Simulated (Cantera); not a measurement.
Gas mixture: N2 : C2H4 : CO = 0.99 : 0.49 : 0.85 (molar parts), at 3.38 Torr, frozen composition.

Cantera's kinetic-theory transport with the Lennard-Jones parameters of GRI-Mech 3.0, ideal gas; thermal conductivity in the mixture-averaged form. The composition is frozen, though it would react at the higher temperatures.

One state of this run: ρ (kg/m³) = 0.00108; cp (J/kg/K) = 1785; μ (µPa s) = 47.5; λ (mW/m/K) = 105; Pr = 0.808; D (cm²/s) O = 938; D (cm²/s) H2 = 2200; D (cm²/s) CO2 = 492. D: mixture-averaged diffusion coefficient of that species in the mixture.

Question: Which value of T (K) does it belong to?
A. 800
B. 400
C. 1000
D. 1400

Answer: D, 1400
